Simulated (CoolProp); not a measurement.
trans-2-butene along the isotherm 416.8 K: Z from the reference equation and from simpler models built on Tc = 428.6 K, pc = 40.19 bar, ω = 0.210; each cubic takes its own stable root.

The numbers come from the reference Helmholtz-energy equation of state, Lemmon 2005 in CoolProp. It is a short technical equation, of lower accuracy than the large ones.

| p (bar) | phase | reference |
|---|---|---|
| 0.635 | gas | 0.9940 |
| 1.07 | gas | 0.9898 |
| 1.81 | gas | 0.9827 |
| 3.05 | gas | 0.9705 |
| 5.15 | gas | 0.9494 |
| 8.7 | gas | 0.9120 |
| 14.7 | gas | 0.8426 |
| 24.8 | gas | 0.6974 |
| 41.8 | liquid | 0.1681 |
| 70.6 | liquid | 0.2602 |
| 119 | liquid | 0.4093 |
| 201 | liquid | 0.6480 |

### Question
How far does each simpler model (van der Waals, Soave-Redlich-Kwong, Peng-Robinson) lie from the reference over these 12 states: mean and median of the absolute difference, and the worst?

### Answer
- van der Waals: mean 17.1 %, median 2.4 %, worst +58.3 % at 416.8 K and 41.8 bar
- Soave-Redlich-Kwong: mean 5.3 %, median 0.5 %, worst +23.0 % at 416.8 K and 41.8 bar
- Peng-Robinson: mean 1.7 %, median 0.5 %, worst +10.1 % at 416.8 K and 41.8 bar
